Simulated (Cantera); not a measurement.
Charge: 1 mol SiCl₄, 25 mol O₂, equilibrated at 398 Torr.

These are equilibrium values from Cantera (NASA tables, ideal gas, pure condensed phases), not measurements of a reactor. Candidate condensed phases: Si, SiO₂; 15 gas species. The tables hold silica as quartz up to 1696 K and as liquid above; real silica turns to tridymite and cristobalite and melts near 1996 K. Equilibrium is a limit: real reactors are often held back by kinetics, nucleation or transport.

x: gas mole fraction; n: condensed amount in mol.

```
T (°C)   x O₂   x Cl₂      x Cl     x ClO     x O  n SiO₂(α-quartz)  n SiO₂(β-quartz)  n SiO₂(condensed)
------  -----  ------  --------  --------  ------  ----------------  ----------------  -----------------
277     0.923  0.0769  7.98e-10  2.95e-10  <1e-12              1.00                 0                  0
427     0.923  0.0769   2.52e-7   3.42e-8  <1e-12              1.00                 0                  0
577     0.923  0.0769   1.06e-5   7.44e-7  <1e-12                 0              1.00                  0
727     0.923  0.0768  0.000148   6.43e-6     ___                 0              1.00                  0
877     0.923  0.0763   0.00104   3.17e-5     ___                 0              1.00                  0
1027    0.921  0.0744   0.00465  0.000107     ___                 0              1.00                  0
1177    0.916  0.0688    0.0149  0.000272     ___                 0              1.00                  0
1327    0.906  0.0572    0.0361  0.000546     ___                 0              1.00                  0
1477    0.891  0.0399    0.0680  0.000872     ___                 0                 0              1.000
```

Q: Fill in the missing entries.

A: 
- 727, x O: 2.07e-10
- 877, x O: 1.10e-8
- 1027, x O: 2.33e-7
- 1177, x O: 2.64e-6
- 1327, x O: 1.90e-5
- 1477, x O: 9.70e-5
